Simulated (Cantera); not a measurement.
**Equilibrium for metals in furnace atmospheres: Cu + CO2 + H2**

Input: 1 mol Cu, 0.29 mol CO2, 31 mol H2, held at 15.0 bar.

Cantera equilibrium calculation (NASA polynomials, part measured and part estimated; ideal gas, pure solids and liquids). Candidate condensed phases: C, C6H6, C7H8, C8H18, Cu, CuO, Cu(OH)2, Cu2O, H2O; 113 gas species. Rates play no part.

From 902 °C to 1052 °C the condensed part is Cu(s). From 1102 °C to 1352 °C the condensed part is Cu(l).

| T (°C) | log p H2 | log p H2O | log p CO | log p CH4 | log p CO2 | log p H | n Cu(s) | n Cu(l) |
|---|---|---|---|---|---|---|---|---|
| 902 | 1.16 | -0.57 | -1.79 | -0.90 | -3.64 | -6.33 | 1.00 | 0 |
| 952 | 1.16 | -0.61 | -1.48 | -0.97 | -3.42 | -5.92 | 1.00 | 0 |
| 1002 | 1.17 | -0.65 | -1.25 | -1.07 | -3.29 | -5.55 | 1.00 | 0 |
| 1052 | 1.17 | -0.70 | -1.10 | -1.22 | -3.24 | -5.20 | 1.000 | 0 |
| 1102 | 1.17 | -0.75 | -1.00 | -1.40 | -3.23 | -4.88 | 0 | 1.000 |
| 1152 | 1.17 | -0.78 | -0.94 | -1.60 | -3.25 | -4.58 | 0 | 1.000 |
| 1202 | 1.17 | -0.81 | -0.91 | -1.82 | -3.28 | -4.30 | 0 | 1.000 |
| 1252 | 1.17 | -0.83 | -0.89 | -2.04 | -3.32 | -4.04 | 0 | 1.000 |
| 1302 | 1.17 | -0.84 | -0.88 | -2.26 | -3.35 | -3.80 | 0 | 1.000 |
| 1352 | 1.17 | -0.85 | -0.87 | -2.48 | -3.38 | -3.57 | 0 | 1.000 |
log p: log10 of the partial pressure in bar; n: condensed amount in mol.
